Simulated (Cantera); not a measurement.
What does this Cantera script print?

```python
import numpy as np
import cantera as ct

gas_names = """
    H HO2 H2 H2O H2O2 O OH O2 O3 Ti TiO TiO2
""".split()
cond_names = """
    H2O(s) H2O(L) Ti(a) Ti(b) Ti(L) TiO(a) TiO(b) TiO(L) TiO2(ru) TiO2(L) Ti2O3(a) Ti2O3(b) Ti2O3(L)
    Ti3O5(a) Ti3O5(b) Ti3O5(L) Ti4O7(s) Ti4O7(L)
""".split()


def load(file, names, dense=False):
    # The tables refer to 1 bar. Condensed volumes are neglected.
    table = {s.name: s for s in ct.Species.list_from_file(file)}
    out = []
    for n in names:
        d = dict(table[n].input_data)
        d["thermo"] = dict(d["thermo"], **{"reference-pressure": 1e5})
        if dense:
            d["equation-of-state"] = {"model": "constant-volume", "density": "1e6 g/cm^3"}
        out.append(ct.Species.from_dict(d))
    return out


gas = ct.Solution(thermo="ideal-gas", species=load("nasa_gas.yaml", gas_names))
cond = {s.name: ct.Solution(thermo="fixed-stoichiometry", species=[s], name=s.name)
        for s in load("nasa_condensed.yaml", cond_names, dense=True)}
atoms = {
    'Ti': {'Ti': 1},
    'H2O': {'H': 2, 'O': 1},
    'H2': {'H': 2},
}
top_T = {}  # K; cautious upper limits of use, not melting points


def equilibrate(T, P, feed):
    n = {}
    for name, mol in feed.items():
        for a, k in atoms[name].items():
            n[a] = n.get(a, 0.0) + k * mol
    gas.TPX = T, P, n
    mass = sum(n.values()) * gas.mean_molecular_weight
    gas.equilibrate("TP")
    valid = [c for c in cond.values() if c.min_temp <= T <= top_T.get(c.name, c.max_temp)]
    mix = ct.Mixture([(gas, mass / gas.mean_molecular_weight)] + [(c, 0.0) for c in valid])
    mix.T, mix.P = T, P
    mix.equilibrate("TP", solver="vcs", rtol=1e-11, max_steps=5000)
    return mix


results = []
feed = {'Ti': 1, 'H2O': 8.6, 'H2': 170}  # mol
T = 1225  # K
P = 3000  # Pa
mix = equilibrate(T, P, feed)
results.append((T, P, feed, dict(zip(mix.species_names, mix.species_moles))))
x = sorted(zip(gas.X, gas.species_names), reverse=True)
print(f"T = {T:g} K  P = {P:g} Pa  gas = {mix.phase_moles(0):.4g} mol")
print("   x: " + "  ".join(f"{s} {v:.3e}" for v, s in x if v > 1e-06))
print("   condensed (mol): " + ("  ".join(f"{mix.phase(i).name} {mix.phase_moles(i):.4g}"
      for i in range(1, mix.n_phases) if mix.phase_moles(i) > 1e-12) or "none"))
```

Output:

```
T = 1225 K  P = 3000 Pa  gas = 178.6 mol
   x: H2 9.630e-01  H2O 3.695e-02  H 1.766e-06
   condensed (mol): TiO2(ru) 1
```

Cantera equilibrium calculation (NASA polynomials, part measured and part estimated; ideal gas, pure solids and liquids).
